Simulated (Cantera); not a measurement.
Thermodynamics of silicon oxide and oxynitride deposition, feed Si₂H₆ + H₂O + N₂

Charge: 1 mol Si₂H₆, 28 mol H₂O, 200 mol N₂, at 67.0 Pa.

Equilibrium computed with Cantera from the NASA thermochemical tables; the gas is ideal and each condensed phase is pure. Candidate condensed phases: H₂O, Si, SiO₂, Si₂N₂O, Si₃N₄; 35 gas species. The feed counts by its element totals alone. The tables hold silica as quartz up to 1696 K and as liquid above; real silica turns to tridymite and cristobalite and melts near 1996 K. Kinetics and transport are ignored.

```tsv
T (K)	x N₂	x H₂O	x H₂	x H	x OH	x SiO	x NO	x O₂	n SiO₂(α-quartz)	n SiO₂(β-quartz)	n SiO₂(condensed)
525	0.866	0.104	0.0303	<1e-12	<1e-12	<1e-12	<1e-12	<1e-12	2.00	0	0
625	0.866	0.104	0.0303	<1e-12	<1e-12	<1e-12	<1e-12	<1e-12	2.00	0	0
725	0.866	0.104	0.0303	<1e-12	<1e-12	<1e-12	<1e-12	<1e-12	2.00	0	0
825	0.866	0.104	0.0303	5.34e-11	<1e-12	<1e-12	<1e-12	<1e-12	2.00	0	0
925	0.866	0.104	0.0303	1.75e-9	7.10e-12	<1e-12	<1e-12	<1e-12	0	2.00	0
1025	0.866	0.104	0.0303	2.93e-8	2.68e-10	<1e-12	2.24e-12	<1e-12	0	2.00	0
1125	0.866	0.104	0.0303	2.99e-7	5.34e-9	<1e-12	7.75e-11	<1e-12	0	2.00	0
1225	0.866	0.104	0.0303	2.10e-6	6.54e-8	4.15e-11	1.51e-9	7.85e-12	0	2.00	0
1325	0.866	0.104	0.0303	1.10e-5	5.50e-7	2.37e-9	1.89e-8	3.16e-10	0	2.00	0
1425	0.866	0.104	0.0303	4.59e-5	3.44e-6	7.58e-8	1.66e-7	7.62e-9	0	2.00	0
1525	0.866	0.104	0.0302	0.000159	1.69e-5	1.52e-6	1.10e-6	1.22e-7	0	2.00	0
1625	0.866	0.104	0.0301	0.000473	6.87e-5	2.07e-5	5.81e-6	1.40e-6	0	2.00	0
1725	0.865	0.104	0.0296	0.00124	0.000238	0.000202	2.56e-5	1.23e-5	0	0	1.95
```
x: gas mole fraction; n: condensed amount in mol.

From 525 K to 825 K the condensed part is SiO₂(α-quartz). From 925 K to 1625 K the condensed part is SiO₂(β-quartz). At 1725 K the condensed part is SiO₂(condensed).
